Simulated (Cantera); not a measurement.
# Thermodynamics of iron carbonyl, mercury and lead vapours, feed PbO + CO + H2

Input: 1 mol PbO, 2.3 mol CO, 0.64 mol H2, equilibrated at 735 Torr.

These are equilibrium values from Cantera (NASA tables, ideal gas, pure condensed phases), not measurements of a reactor. Candidate condensed phases: C, C6H6, C7H8, C8H18, H2O, Pb, PbO, PbO2, Pb3O4; 113 gas species. Equilibrium is a limit: real reactors are often held back by kinetics, nucleation or transport.

| T (K) | x CO | x CO2 | x H2 | x H2O | x Pb | x CH4 | n Pb(l) |
|---|---|---|---|---|---|---|---|
| 998 | 0.501 | 0.282 | 0.155 | 0.0604 | 1.58e-5 | 0.00119 | 1.000 |
| 1048 | 0.509 | 0.273 | 0.150 | 0.0676 | 4.56e-5 | 0.000265 | 1.000 |
| 1098 | 0.516 | 0.266 | 0.143 | 0.0743 | 0.000119 | 6.59e-5 | 1.000 |
| 1148 | 0.523 | 0.260 | 0.137 | 0.0805 | 0.000286 | 1.84e-5 | 0.999 |
| 1198 | 0.528 | 0.254 | 0.131 | 0.0862 | 0.000636 | 5.68e-6 | 0.998 |
| 1248 | 0.533 | 0.248 | 0.126 | 0.0914 | 0.00133 | 1.92e-6 | 0.996 |
| 1298 | 0.537 | 0.243 | 0.121 | 0.0961 | 0.00261 | 7.04e-7 | 0.992 |
| 1348 | 0.540 | 0.238 | 0.116 | 0.100 | 0.00487 | 2.77e-7 | 0.986 |
| 1398 | 0.542 | 0.233 | 0.112 | 0.104 | 0.00870 | 1.16e-7 | 0.974 |
x: gas mole fraction; n: condensed amount in mol.

From 998 K to 1398 K the condensed part is Pb(l). The main Pb-bearing gas is Pb throughout.
